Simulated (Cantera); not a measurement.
A closed system holds: 1 mol Si3H8, 29 mol N2, at 1127 °C and 13.3 mbar.

Method: chemical equilibrium by Gibbs-energy minimisation in Cantera with the NASA 1993 tables (ideal gas, pure condensed phases). Candidate condensed phases: Si, Si3N4; 18 gas species. The feed counts by its element totals alone. N2 is the only nitrogen source here; it is nearly inert below about 1500 K, so the nitride shown seldom forms there in practice. Rates play no part.

Base state: N2 0.871, H2 0.129, H 1.51e-5 (mole fractions); condensed: Si3N4(s).

Problem. What changes in the equilibrium state with this change: Si3H8 replaced by SiHCl3?

Solution. 
| species | before | after |
|---|---|---|
| N2 | 0.871 | 0.945 |
| HCl | 0 | 0.0298 |
| SiCl2 | 0 | 0.0103 |
| H2 | 0.129 | 0.00150 |
| SiCl4 | 0 | 0.00855 |
| SiCl3 | 0 | 0.00456 |
| Si3N4(s), mol | 1.00 | 0.0949 |
The tables' values for SiCl3 are old estimates; treat these amounts as uncertain. Further candidate phases: NH4Cl.
